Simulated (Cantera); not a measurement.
A Cantera script and its output.

```python
import numpy as np
import cantera as ct

gas = ct.Solution("h2o2.yaml")
gas.TPX = 1273, 100000, {'H2': 1.1, 'O2': 1, 'N2': 2.5}
reactor = ct.IdealGasConstPressureReactor(gas, energy="off", clone=False)
net = ct.ReactorNet([reactor])
net.rtol, net.atol = 1e-08, 1e-18
show = ['H2', 'O2', 'HO2', 'H2O2', 'H']
times = np.geomspace(4e-05, 4, 13)

steps = ct.SolutionArray(gas, extra=["t"])
rows = []
print(f"{'t/s':>10s}{'T/K':>9s}{'P/Pa':>11s}" + "".join(f"{s:>11s}" for s in show))
for t in times:
    while net.time < t:
        t_next = net.step()
        steps.append(gas.state, t=t_next)
    rows.append([np.interp(t, steps.t, y) for y in (steps.T, steps.P, *steps(*show).X.T)])
    print(f"{t:10.3e}{rows[-1][0]:9.1f}{rows[-1][1]:11.4g}" + "".join(f"{x:11.3e}" for x in rows[-1][2:]))
rate = np.gradient(steps.T, steps.t)
print("integrator steps:", len(steps.t))
if steps.T.max() > steps.T[0] + 200:
    print(f"time of steepest temperature rise: {steps.t[rate.argmax()]:.4e} s")
gas.TPX = 1273, 100000, {'H2': 1.1, 'O2': 1, 'N2': 2.5}
gas.equilibrate("TP")
print(f"equilibrium (TP): T = {gas.T:.1f} K  " + "  ".join(f"{s} {gas[s].X[0]:.3e}" for s in show))
```

Result:

```
       t/s      T/K       P/Pa         H2         O2        HO2       H2O2          H
 4.000e-05   1273.0      1e+05  1.717e-02  1.153e-01  1.364e-04  1.742e-05  1.496e-02
 1.044e-04   1273.0      1e+05  1.694e-03  1.113e-01  6.255e-05  5.850e-06  1.770e-04
 2.725e-04   1273.0      1e+05  2.810e-04  1.111e-01  1.630e-05  1.662e-06  8.959e-06
 7.113e-04   1273.0      1e+05  4.125e-05  1.111e-01  3.217e-06  5.201e-07  6.712e-07
 1.857e-03   1273.0      1e+05  4.901e-06  1.111e-01  6.291e-07  1.724e-07  6.073e-08
 4.846e-03   1273.0      1e+05  7.782e-07  1.111e-01  1.685e-07  6.047e-08  8.461e-09
 1.265e-02   1273.0      1e+05  2.232e-07  1.111e-01  6.311e-08  2.283e-08  1.702e-09
 3.302e-02   1273.0      1e+05  8.679e-08  1.111e-01  3.487e-08  9.448e-09  4.457e-10
 8.618e-02   1273.0      1e+05  4.975e-08  1.111e-01  2.962e-08  4.962e-09  1.895e-10
 2.249e-01   1273.0      1e+05  4.381e-08  1.111e-01  2.947e-08  4.050e-09  1.511e-10
 5.871e-01   1273.0      1e+05  4.364e-08  1.111e-01  2.948e-08  4.020e-09  1.500e-10
 1.532e+00   1273.0      1e+05  4.364e-08  1.111e-01  2.948e-08  4.020e-09  1.500e-10
 4.000e+00   1273.0      1e+05  4.364e-08  1.111e-01  2.948e-08  4.020e-09  1.500e-10
integrator steps: 1683
equilibrium (TP): T = 1273.0 K  H2 4.364e-08  O2 1.111e-01  HO2 2.948e-08  H2O2 4.020e-09  H 1.500e-10
```

Detailed kinetics in Cantera: the H2/O2 subset of GRI-Mech 3.0, which has no nitrogen chemistry. The temperature is held fixed by assumption; the heat of reaction is taken as removed at once.
